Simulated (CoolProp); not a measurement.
Dimethyl ether along the isobar 14900 kPa: Z from the reference equation and from simpler models built on Tc = 400.4 K, pc = 5337 kPa, ω = 0.196; each cubic takes its own stable root.

Values from CoolProp's reference Helmholtz-energy equation of state, Wu 2011.

```csv
T (K),phase,reference,van der Waals,Redlich-Kwong,Soave-Redlich-Kwong,Peng-Robinson
307.3,liquid,0.3986,0.6128,0.4413,0.4322,0.3837
325.4,liquid,0.3914,?,0.4347,0.4258,0.3781
343.6,liquid,0.3870,0.5809,0.4315,0.4233,?
361.7,liquid,0.3857,0.5702,0.4320,0.4250,0.3786
379.9,liquid,0.3880,0.5626,0.4364,0.4318,0.3859
398,liquid,0.3949,?,0.4454,0.4447,0.3993
416.1,supercritical,0.4080,0.5578,0.4599,0.4654,0.4206
434.3,supercritical,0.4300,0.5608,0.4810,0.4961,0.4522
452.4,supercritical,0.4640,0.5679,0.5094,0.5376,0.4948
470.6,supercritical,0.5118,0.5795,?,0.5885,0.5465
488.7,supercritical,0.5683,0.5958,0.5863,0.6428,0.6008
506.9,supercritical,0.6250,0.6167,0.6293,0.6952,0.6529
525,supercritical,0.6752,0.6413,0.6706,0.7420,0.6994
```

**Question.** What belongs in the gaps?

**Answer.** 
- 325.4, van der Waals: 0.5951
- 343.6, Peng-Robinson: 0.3763
- 398, van der Waals: 0.5585
- 470.6, Redlich-Kwong: 0.5453
